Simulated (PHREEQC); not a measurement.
3.8 g of hydrous ferric oxide (600 m²/g; 0.2 weak and 0.005 strong sites per Fe, Dzombak-Morel constants, diffuse double layer) in 1 kg of water with 0.005 mol/kgw of an inert sodium salt and 0.0017 mol NiCl2, at 25 °C; the pH is set by adding NaOH or the inert anion's acid. Oxygen is held at 0.21 atm. No CO2 enters from the air. Nothing may precipitate in this run.

Model: ion-association model, wateq4f.dat, run in PHREEQC.

Predict surface charge σ (C/m²), surface potential ψ (mV) at pH = 9.33, 11.33.


```
pH     surface charge σ (C/m²)  surface potential ψ (mV)
-----  -----------------------  ------------------------
9.33                    -0.010                       -43
11.33                   -0.090                      -136
```

Along this series the solution becomes supersaturated in solids that the run did not let form, among them Ni(OH)2.
